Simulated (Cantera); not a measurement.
A closed system holds: 1 mol CuO, 13 mol H2, 0.083 mol H2O, held at 1748 K and 72.0 Torr.

These are equilibrium values from Cantera (NASA tables, ideal gas, pure condensed phases), not measurements of a reactor. Candidate condensed phases: Cu, CuO, Cu(OH)2, Cu2O, H2O; 12 gas species. Equilibrium is a limit: real reactors are often held back by kinetics, nucleation or transport.

Base state: H2 0.914, H2O 0.0825, Cu 0.00304, H 0.000705 (mole fractions); condensed: Cu(l).

Question: What changes in the equilibrium state with this change: 0.072 mol CO2 added?

Answer: 
```json
[
 {"species": "H2", "before": "0.914", "after": "0.903"},
 {"species": "H2O", "before": "0.0825", "after": "0.0874"},
 {"species": "CO", "before": "0", "after": "0.00531"},
 {"species": "Cu", "before": "0.00304", "after": "0.00304"},
 {"species": "CO2", "before": "0", "after": "0.000142"},
 {"species": "H", "before": "0.000705", "after": "0.000701"},
 {"species": "Cu(l), mol", "before": "0.960", "after": "0.960"}
]
```
Further candidate phases: C, C6H6, C7H8, C8H18.

Question: What changes in the equilibrium state with this change: temperature from 1748 K to 723 K?

Answer: 
```
species       before   after
----------  --------  ------
H2             0.914   0.917
H2O           0.0825  0.0828
Cu           0.00304   <1e-9
H           0.000705   <1e-9
Cu(l), mol     0.960       0
Cu(s), mol         0    1.00
```
